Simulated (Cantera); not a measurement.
## SiF4 + O2 + N2 (silicon oxide and oxynitride deposition)

Input: 1 mol SiF4, 23 mol O2, 6.4 mol N2, equilibrated at 290 Pa.

Method: chemical equilibrium by Gibbs-energy minimisation in Cantera with the NASA 1993 tables (ideal gas, pure condensed phases). Candidate condensed phases: Si, SiO2, Si2N2O, Si3N4; 28 gas species. The tables' values for SiF3 are old estimates; treat these amounts as uncertain. The tables hold silica as quartz up to 1696 K and as liquid above; real silica turns to tridymite and cristobalite and melts near 1996 K. Equilibrium is a limit: real reactors are often held back by kinetics, nucleation or transport.

From 1398 K to 1548 K nothing is condensed. From 1598 K to 1648 K the condensed part is SiO2(β-quartz). From 1698 K to 1798 K the condensed part is SiO2(condensed). The main Si-bearing gas is SiF4 throughout.

| T (K) | x O2 | x N2 | x SiF4 | x NO | x O | x F | n SiO2(β-quartz) | n SiO2(condensed) |
|---|---|---|---|---|---|---|---|---|
| 1398 | 0.756 | 0.210 | 0.0329 | 0.000702 | 1.48e-5 | 1.14e-6 | 0 | 0 |
| 1448 | 0.756 | 0.210 | 0.0329 | 0.000921 | 3.15e-5 | 2.48e-6 | 0 | 0 |
| 1498 | 0.756 | 0.210 | 0.0329 | 0.00119 | 6.37e-5 | 5.13e-6 | 0 | 0 |
| 1548 | 0.756 | 0.210 | 0.0329 | 0.00150 | 0.000123 | 1.01e-5 | 0 | 0 |
| 1598 | 0.755 | 0.210 | 0.0329 | 0.00188 | 0.000229 | 1.92e-5 | 0.000131 | 0 |
| 1648 | 0.755 | 0.209 | 0.0329 | 0.00231 | 0.000409 | 3.49e-5 | 0.000233 | 0 |
| 1698 | 0.755 | 0.209 | 0.0329 | 0.00281 | 0.000706 | 6.14e-5 | 0 | 0.000395 |
| 1748 | 0.754 | 0.209 | 0.0328 | 0.00338 | 0.00118 | 0.000105 | 0 | 0.000644 |
| 1798 | 0.753 | 0.208 | 0.0328 | 0.00402 | 0.00192 | 0.000174 | 0 | 0.000994 |
x: gas mole fraction; n: condensed amount in mol.
